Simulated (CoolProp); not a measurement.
Vapour-liquid equilibrium of isopentane (1) + toluene (2) at 15.35 °C; x and y are mole fractions of (1).

The numbers come from the multi-fluid Helmholtz-energy mixture model, Lemmon 2006 and Lemmon 2006; pair parameters Bell 2016 in CoolProp.

Question: Give the bubble pressure and the first vapour's composition at x = 0.35, 0.45, 0.75. Is there an azeotrope?

Answer: x = 0.35: 0.3160 bar, y = 0.951; x = 0.45: 0.3784 bar, y = 0.964; x = 0.75: 0.5201 bar, y = 0.984. No azeotrope shows between x = 0.05 and 0.95.

The pair parameters rest on a limited set of measurements; away from them the model extrapolates.
